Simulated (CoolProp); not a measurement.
The fluid at 297.65 K and 0.141 MPa flows at 3.4 m/s in a round tube of 12.7 mm bore and 1.5 µm roughness, fully developed (64/Re and Nu = 3.66 if laminar; Colebrook and Gnielinski if turbulent). The same conditions are run with several fluids, on thermodynamics alone (safety and materials aside).

The numbers come from the reference Helmholtz-energy equation of state of each fluid (normal hydrogen: Leachman 2009; R125: Lemmon 2005; R507A: Lemmon 2003; R143a: Lemmon and Jacobsen 2000; propane: Lemmon 2009) in CoolProp. Blends and air are pseudo-pure fits.

Task: Rank normal hydrogen, R125, R507A, R143a, propane by Reynolds number, highest first.

Result: R125 (23300), R507A (20500), R143a (19100), propane (13700), normal hydrogen (557)

| fluid | Darcy friction factor | pressure drop (Pa/m) | heat-transfer coefficient (W/(m² K)) | mass flow (kg/h) |
|---|---|---|---|---|
| normal hydrogen | 0.115 | 6.00 | 53.5 | 0.178 |
| R125 | 0.0252 | 80.2 | 65.9 | 10.8 |
| R507A | 0.0260 | 68.2 | 59.4 | 8.94 |
| R143a | 0.0264 | 59.0 | 58.4 | 7.61 |
| propane | 0.0287 | 33.6 | 56.6 | 3.99 |

Transport values come from each fluid's own correlations; those of R143a are estimates that may be off by 10 % or more.
